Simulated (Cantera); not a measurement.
**Si + N2O + H2 (thermal oxidation and active oxidation of silicon)**

Feed: 1 mol Si, 2.9 mol N2O, 150 mol H2, at 1.30 mbar.

Equilibrium computed with Cantera from the NASA thermochemical tables; the gas is ideal and each condensed phase is pure. Candidate condensed phases: H2O, Si, SiO2, Si2N2O, Si3N4; 35 gas species. The tables hold silica as quartz up to 1696 K and as liquid above; real silica turns to tridymite and cristobalite and melts near 1996 K. Kinetics and transport are ignored.

From 850 °C to 1350 °C the condensed part is SiO2(β-quartz). From 1450 °C to 1950 °C nothing is condensed.

```csv
T (°C),x H2,x H,x N2,x H2O,x SiO,x OH,x O,x NO,n SiO2(β-quartz)
850,0.975,1.17e-6,0.0190,0.00589,9.15e-11,3.62e-11,<1e-12,<1e-12,1.00
950,0.975,8.23e-6,0.0190,0.00589,1.11e-8,4.48e-10,<1e-12,<1e-12,1.000
1050,0.975,4.34e-5,0.0190,0.00589,6.44e-7,3.79e-9,<1e-12,3.37e-12,1.000
1150,0.975,0.000182,0.0190,0.00591,2.07e-5,2.39e-8,4.01e-12,2.99e-11,0.997
1250,0.974,0.000633,0.0190,0.00628,0.000394,1.26e-7,7.00e-11,2.12e-10,0.940
1350,0.966,0.00188,0.0189,0.00944,0.00358,7.71e-7,1.24e-9,1.69e-9,0.449
1450,0.957,0.00495,0.0188,0.0123,0.00648,3.49e-6,1.43e-8,9.68e-9,0
1550,0.951,0.0117,0.0187,0.0123,0.00646,1.05e-5,9.96e-8,3.60e-8,0
1650,0.937,0.0253,0.0186,0.0122,0.00642,2.82e-5,5.69e-7,1.17e-7,0
1750,0.913,0.0503,0.0184,0.0120,0.00633,6.87e-5,2.75e-6,3.38e-7,0
1850,0.871,0.0929,0.0180,0.0116,0.00620,0.000153,1.16e-5,8.88e-7,0
1950,0.806,0.159,0.0173,0.0110,0.00598,0.000314,4.32e-5,2.14e-6,0
```
x: gas mole fraction; n: condensed amount in mol.
